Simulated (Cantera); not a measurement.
A perfectly stirred reactor is fed with 16.8 % H₂, 8.38 % O₂, 59.5 % N₂, 15.4 % H₂O, equivalence ratio 1.0, at 1.01 bar; it is adiabatic with a 725 K inlet, and is followed from long to short residence time, starting on the burning branch (τ in s: 0.04, 0.019, 0.0091, 0.0043, 0.002, 0.00097, 0.00046, 0.00022, 0.0001, 4.9e-05, 2.3e-05, 1.1e-05).

Computed with Cantera and GRI-Mech 3.0 (53 species, 325 reactions).

Q: Predict: blow-out, bracketed by the residence times tried; x(H₂) at τ = 40.0 ms; x(O₂) at τ = 40.0 ms; x(H₂O) at τ = 40.0 ms; x(N₂O) at τ = 40.0 ms; x(OH) at τ = 40.0 ms; x(H₂) at τ = 0.460 ms; x(O₂) at τ = 0.460 ms; x(H₂O) at τ = 0.460 ms; x(N₂O) at τ = 0.460 ms; x(OH) at τ = 0.460 ms.

A: 
- blow-out, bracketed by the residence times tried = burning at 49.0 µs, out at 23.0 µs
- x(H₂) at τ = 40.0 ms = 0.00722
- x(O₂) at τ = 40.0 ms = 0.00316
- x(H₂O) at τ = 40.0 ms = 0.341
- x(N₂O) at τ = 40.0 ms = 5.98e-8
- x(OH) at τ = 40.0 ms = 0.00210
- x(H₂) at τ = 0.460 ms = 0.0247
- x(O₂) at τ = 0.460 ms = 0.0124
- x(H₂O) at τ = 0.460 ms = 0.312
- x(N₂O) at τ = 0.460 ms = 6.22e-8
- x(OH) at τ = 0.460 ms = 0.00533
